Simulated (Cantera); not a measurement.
A perfectly stirred reactor is fed with CH4 : H2 : O2 : N2 = 1 : 0.14 : 4.7 : 17.7 (molar parts), equivalence ratio 0.44, at 1.00 bar; it is adiabatic with a 798 K inlet, and is followed from long to short residence time, starting on the burning branch (τ in s: 0.17, 0.061, 0.022, 0.008, 0.0029, 0.001, 0.00038, 0.00014, 5e-05, 1.8e-05).

Detailed kinetics in Cantera: GRI-Mech 3.0 (53 species, 325 reactions).

Task: What does this change do: CH4 1 to 0.67 parts?

Result: 
```csv
quantity,before,after
"blow-out, bracketed by the residence times tried","burning at 0.140 ms, out at 50.0 µs","burning at 1.00 ms, out at 0.380 ms"
x(CH4) at τ = 0.170 s,5.99e-6,1.43e-5
x(H2) at τ = 0.170 s,4.42e-5,1.85e-5
x(O2) at τ = 0.170 s,0.112,0.142
x(N2O) at τ = 0.170 s,4.06e-7,9.24e-7
x(OH) at τ = 0.170 s,0.000892,0.000320
x(CH4) at τ = 1.00 ms,0.000170,0.000504
x(H2) at τ = 1.00 ms,0.00100,0.000695
x(O2) at τ = 1.00 ms,0.113,0.145
x(N2O) at τ = 1.00 ms,5.48e-7,4.17e-7
x(OH) at τ = 1.00 ms,0.00348,0.00112
```

Task: What does this change do: N2 17.7 to 14 parts?

Result: 
```csv
quantity,before,after
"blow-out, bracketed by the residence times tried","burning at 0.140 ms, out at 50.0 µs","burning at 0.140 ms, out at 50.0 µs"
x(CH4) at τ = 0.170 s,5.99e-6,3.40e-6
x(H2) at τ = 0.170 s,4.42e-5,7.72e-5
x(O2) at τ = 0.170 s,0.112,0.133
x(N2O) at τ = 0.170 s,4.06e-7,3.28e-7
x(OH) at τ = 0.170 s,0.000892,0.00163
x(CH4) at τ = 1.00 ms,0.000170,0.000116
x(H2) at τ = 1.00 ms,0.00100,0.00119
x(O2) at τ = 1.00 ms,0.113,0.133
x(N2O) at τ = 1.00 ms,5.48e-7,5.78e-7
x(OH) at τ = 1.00 ms,0.00348,0.00540
```
